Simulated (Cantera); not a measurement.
An isothermal, constant-pressure homogeneous reactor starts with CH4 : CO2 : H2 = 1 : 1.3 : 0.12 (molar parts), at 1698 K and 9.87 atm.

Computed with Cantera and GRI-Mech 3.0 (53 species, 325 reactions).

One state of this run: x CH4 = 0.0437; x CO2 = 0.0905; x H2 = 0.232; x H2O = 0.194; x C2H = 3.72e-8; x H2O2 = 1.87e-12. x: mole fraction; the columns are a selection and need not sum to one.

Task: Which value of t (s) does it belong to?
A) 0.468
B) 0.0715
C) 0.183
D) 0.0280

Result: B, 0.0715
